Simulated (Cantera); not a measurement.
Feed: 1 mol HF, 0.18 mol H₂O, 6.3 mol N₂, held at 1473.15 K and 7.50 Torr.

Method: chemical equilibrium by Gibbs-energy minimisation in Cantera with the NASA 1993 tables (ideal gas, pure condensed phases). Candidate condensed phases: H₂O; 40 gas species. Rates play no part.

Base state: N₂ 0.842, HF 0.134, H₂O 0.0240, H₂ 6.43e-5, O₂ 2.40e-5, NO 1.18e-5 (mole fractions); condensed: gas only.

Question: What changes in the equilibrium state with this change: temperature from 1473.15 K to 1848 K?

Answer: 
```
species   before     after
-------  -------  --------
N₂         0.842     0.842
HF         0.134     0.134
H₂O       0.0240    0.0228
H₂       6.43e-5   0.00101
O        1.37e-7   3.57e-5
H        1.02e-6  0.000168
```
